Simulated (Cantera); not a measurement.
Input (Python, Cantera) and output of one run.

```python
import numpy as np
import cantera as ct

gas_names = """
    C CO COS CO2 CS CS2 C2 C2O C3 C3O2 C4 C5 Fe FeC5O5 FeO O O2 O3 S SO SO2 SO3 S2 S2O S8
""".split()
cond_names = """
    C(gr) Fe(a) Fe(c) Fe(d) Fe(L) FeC5O5(L) FeO(s) FeO(L) FeS(a) FeS(b) FeS(c) FeS(L) FeSO4(s) FeS2(s)
    Fe2O3(s) Fe2S3O12(s) Fe3O4(s) S(cr1) S(cr2) S(L)
""".split()


# ... load() reads the species with a 1 bar reference pressure and builds the phases ...
atoms = {
    'Fe': {'Fe': 1},
    'SO2': {'S': 1, 'O': 2},
    'CO': {'C': 1, 'O': 1},
}
top_T = {'C(gr)': 4500, 'FeSO4(s)': 950, 'FeS2(s)': 1010, 'Fe2O3(s)': 1830, 'Fe2S3O12(s)': 1100, 'Fe3O4(s)': 1870}  # K; cautious upper limits of use, not melting points


# ... equilibrate(T, P, feed) seeds the gas with the atoms and calls Mixture.equilibrate('TP', solver="vcs", rtol=1e-11, max_steps=5000) ...
results = []
feed = {'Fe': 1, 'SO2': 1.4, 'CO': 1.6}  # mol
T = 950  # K
P = 630000  # Pa
mix = equilibrate(T, P, feed)
results.append((T, P, feed, dict(zip(mix.species_names, mix.species_moles))))
print(gas.report(threshold=1e-06))
for i in range(1, mix.n_phases):
    print(f"{mix.phase(i).name:16s} {mix.phase_moles(i):12.5e} mol")
```

Result:

```
       temperature   950 K
          pressure   6.3e+05 Pa
           density   3.9044 kg/m^3
  mean mol. weight   48.953 kg/kmol
   phase of matter   gas

                          1 kg             1 kmol
                     ---------------   ---------------
          enthalpy       -6.8776e+06       -3.3668e+08  J
   internal energy       -7.0389e+06       -3.4457e+08  J
           entropy            5412.5        2.6495e+05  J/K
    Gibbs function       -1.2019e+07       -5.8838e+08  J
 heat capacity c_p            1096.6             53680  J/K
 heat capacity c_v            926.72             45365  J/K

                      mass frac. Y      mole frac. X     chem. pot. / RT
                     ---------------   ---------------   ---------------
                CO        0.00015538        0.00027155           -45.833
               COS        0.00041368        0.00033712           -54.226
               CO2            0.6774           0.75349            -76.43
                SO        2.3683e-06        2.4124e-06            -38.99
               SO2           0.31523           0.24089           -69.587
                S2         0.0055441         0.0042327           -16.786
               S2O          0.001261        0.00077047           -47.383
     [  +18 minor]        1.0098e-07        6.0336e-08

C(gr)             0.00000e+00 mol
Fe(a)             0.00000e+00 mol
FeC5O5(L)         0.00000e+00 mol
FeO(s)            0.00000e+00 mol
FeS(c)            8.66934e-01 mol
FeSO4(s)          0.00000e+00 mol
FeS2(s)           0.00000e+00 mol
Fe2O3(s)          0.00000e+00 mol
Fe2S3O12(s)       0.00000e+00 mol
Fe3O4(s)          4.43554e-02 mol
S(L)              0.00000e+00 mol
```

Equilibrium computed with Cantera from the NASA thermochemical tables; the gas is ideal and each condensed phase is pure. FeS: taken at fixed stoichiometry. Gases not in the tables: S3 to S7.
